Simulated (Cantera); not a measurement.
Feed: 1 mol SiHCl3, 0.52 mol HCl, 24 mol H2, held at 1400 °C and 84.0 mbar.

Method: chemical equilibrium by Gibbs-energy minimisation in Cantera with the NASA 1993 tables (ideal gas, pure condensed phases). Candidate condensed phases: Si; 19 gas species. The tables' values for SiCl3, SiCl are old estimates; treat these amounts as uncertain. Kinetics and transport are ignored.

Base state: H2 0.894, HCl 0.0796, SiCl2 0.0255, SiCl3 0.000574, H 0.000372, SiHCl3 5.43e-5, SiCl4 2.69e-5, Cl 2.59e-5 (mole fractions); condensed: Si(s).

### Question
What changes in the equilibrium state with this change: pressure from 84.0 mbar to 10.0 mbar?

### Answer
| species | before | after |
|---|---|---|
| H2 | 0.894 | 0.893 |
| HCl | 0.0796 | 0.0801 |
| SiCl2 | 0.0255 | 0.0259 |
| H | 0.000372 | 0.00108 |
| Si | 4.99e-6 | 4.19e-5 |
| SiH2Cl2 | 1.89e-5 | 2.27e-6 |
| SiHCl3 | 5.43e-5 | 6.59e-6 |
| SiCl4 | 2.69e-5 | 3.30e-6 |
| Si(s), mol | 0.304 | 0.304 |

### Question
What changes in the equilibrium state with this change: SiHCl3 replaced by SiCl4?

### Answer
```
species       before     after
----------  --------  --------
H2             0.894     0.868
HCl           0.0796    0.0939
SiCl2         0.0255    0.0365
SiCl4        2.69e-5   5.52e-5
SiCl3       0.000574  0.000983
Si(s), mol     0.304         0
```
